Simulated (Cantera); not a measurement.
What does this Cantera script print?

```python
import numpy as np
import cantera as ct

gas_names = """
    N N2 Zr ZrN
""".split()
cond_names = """
    Zr(a) Zr(b) Zr(L) ZrN(s) ZrN(L)
""".split()


# ... load() reads the species with a 1 bar reference pressure and builds the phases ...
atoms = {
    'ZrN': {'Zr': 1, 'N': 1},
    'N2': {'N': 2},
}
top_T = {}  # K; cautious upper limits of use, not melting points


# ... equilibrate(T, P, feed) seeds the gas with the atoms and calls Mixture.equilibrate('TP', solver="vcs", rtol=1e-11, max_steps=5000) ...
results = []
feed = {'ZrN': 1, 'N2': 1.7}  # mol
T = 2948.15  # K
P = 740000  # Pa
mix = equilibrate(T, P, feed)
results.append((T, P, feed, dict(zip(mix.species_names, mix.species_moles))))
print(gas.report(threshold=0.0001))
for i in range(1, mix.n_phases):
    print(f"{mix.phase(i).name:16s} {mix.phase_moles(i):12.5e} mol")
```

Result:

```
       temperature   2948.2 K
          pressure   7.4e+05 Pa
           density   0.84571 kg/m^3
  mean mol. weight   28.014 kg/kmol
   phase of matter   gas

                          1 kg             1 kmol
                     ---------------   ---------------
          enthalpy        3.2419e+06        9.0819e+07  J
   internal energy        2.3669e+06        6.6307e+07  J
           entropy            8909.9         2.496e+05  J/K
    Gibbs function       -2.3026e+07       -6.4504e+08  J
 heat capacity c_p            1322.3             37042  J/K
 heat capacity c_v            1025.5             28727  J/K

                      mass frac. Y      mole frac. X     chem. pot. / RT
                     ---------------   ---------------   ---------------
                N2                 1                 1           -26.315
     [   +3 minor]        2.5272e-06        3.8598e-06

Zr(L)             0.00000e+00 mol
ZrN(s)            1.00000e+00 mol
```

Cantera equilibrium calculation (NASA polynomials, part measured and part estimated; ideal gas, pure solids and liquids). ZrN: taken at fixed stoichiometry.
